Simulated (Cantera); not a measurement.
Input (Python, Cantera) and output of one run.

```python
import numpy as np
import cantera as ct

gas_names = """
    C CO COS CO2 CS CS2 C2 C2O C3 C3O2 C4 C5 Mg MgO MgS Mg2 O O2 O3 S SO SO2 SO3 S2 S2O S8
""".split()
cond_names = """
    C(gr) Mg(cr) Mg(L) MgCO3(s) MgO(s) MgO(L) MgS(s) MgSO4(s) MgSO4(L) S(cr1) S(cr2) S(L)
""".split()


# ... load() reads the species with a 1 bar reference pressure and builds the phases ...
atoms = {
    'MgSO4': {'Mg': 1, 'S': 1, 'O': 4},
    'C': {'C': 1},
    'CO2': {'C': 1, 'O': 2},
}
top_T = {'C(gr)': 4500, 'MgS(s)': 2250}  # K; cautious upper limits of use, not melting points


# ... equilibrate(T, P, feed) seeds the gas with the atoms and calls Mixture.equilibrate('TP', solver="vcs", rtol=1e-11, max_steps=5000) ...
results = []
feed = {'MgSO4': 1, 'C': 0.26, 'CO2': 2.5}  # mol
P = 133.322  # Pa
for T in [848, 898, 948, 998, 1048, 1098, 1148, 1198, 1248, 1298, 1348]:
    mix = equilibrate(T, P, feed)
    results.append((T, P, feed, dict(zip(mix.species_names, mix.species_moles))))

top = {s: max(r[3][s] / sum(r[3][g] for g in gas_names) for r in results) for s in gas_names}
cols = sorted((s for s in top if top[s] > 1e-06), key=lambda s: -top[s])[:9]
seen = [c for c in cond_names if any(r[3].get(c, 0) > 1e-12 for r in results)]
print("log10 of partial pressures in bar; condensed amounts in mol")
print(f"{'T/K':>10s}" + "".join(f"{s[:9]:>10s}" for s in cols + seen))
for T, P, feed, n in results:
    ng = sum(n[g] for g in gas_names)
    print(f"{T:10.4g}" + "".join(f"{np.log10(max(n[s] / ng * P / 1e5, 1e-99)):10.3f}" for s in cols)
          + "".join(f"{n.get(c, 0):10.4g}" for c in seen))
```

Result:

```
log10 of partial pressures in bar; condensed amounts in mol
       T/K       CO2       SO2        O2       SO3        CO         O    MgO(s)  MgSO4(s)
       848    -2.950    -3.675   -10.814    -7.908   -10.407   -17.574      0.52      0.48
       898    -2.950    -3.675    -8.218    -6.947   -10.735   -15.410    0.5203    0.4797
       948    -2.952    -3.671    -5.910    -6.090   -11.022   -13.482    0.5281    0.4719
       998    -3.024    -3.504    -4.170    -5.322   -11.184   -11.915    0.9277   0.07231
      1048    -3.036    -3.481    -4.105    -5.510   -10.523   -11.251         1         0
      1098    -3.036    -3.479    -4.102    -5.728    -9.884   -10.676         1         0
      1148    -3.036    -3.479    -4.100    -5.927    -9.300   -10.150         1         0
      1198    -3.036    -3.478    -4.099    -6.110    -8.765    -9.669         1         0
      1248    -3.036    -3.478    -4.098    -6.279    -8.274    -9.226         1         0
      1298    -3.036    -3.478    -4.098    -6.434    -7.820    -8.817         1         0
      1348    -3.036    -3.477    -4.098    -6.577    -7.400    -8.438         1         0
```

These are equilibrium values from Cantera (NASA tables, ideal gas, pure condensed phases), not measurements of a reactor.
